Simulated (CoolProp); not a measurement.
Vapour-liquid equilibrium of R13 (1) + propylene (2) at 279.1 K; x and y are mole fractions of (1).

The numbers come from the multi-fluid Helmholtz-energy mixture model, Platzer 1990 and Lemmon 2013; pair parameters Bell 2016 in CoolProp. This equation is an older, rougher fit; its heat capacities, sound speeds and derivatives of the liquid may be far off and weren't checked against measurements.

```
x     bubble pressure (bar)  y at the bubble point  dew pressure at overall composition x (bar)  liquid density (mol/L)
----  ---------------------  ---------------------  -------------------------------------------  ----------------------
0.05                  8.220                  0.172                                        7.278                     [?]
0.15                  10.49                  0.384                                        8.031                   12.42
0.25                  12.45                  0.512                                        8.941                   12.18
0.35                  14.17                  0.601                                        10.06                   11.93
0.45                  15.71                  0.671                                        11.44                   11.67
0.55                    [?]                  0.731                                        13.15                   11.40
0.65                  18.47                    [?]                                          [?]                     [?]
0.75                  19.76                  0.843                                        17.58                   10.87
0.85                  21.03                    [?]                                        19.93                     [?]
0.95                    [?]                  0.965                                        21.99                   10.36
```

Task: Fill in the missing entries.

Result: 
- 0.05, liquid density (mol/L): 12.65
- 0.55, bubble pressure (bar): 17.13
- 0.65, y at the bubble point: 0.787
- 0.65, dew pressure at overall composition x (bar): 15.23
- 0.65, liquid density (mol/L): 11.14
- 0.85, y at the bubble point: 0.901
- 0.85, liquid density (mol/L): 10.61
- 0.95, bubble pressure (bar): 22.26

No azeotrope shows between x = 0.05 and 0.95.

Pair parameters are fitted to limited data, so mixtures are less certain than the pure fluids.
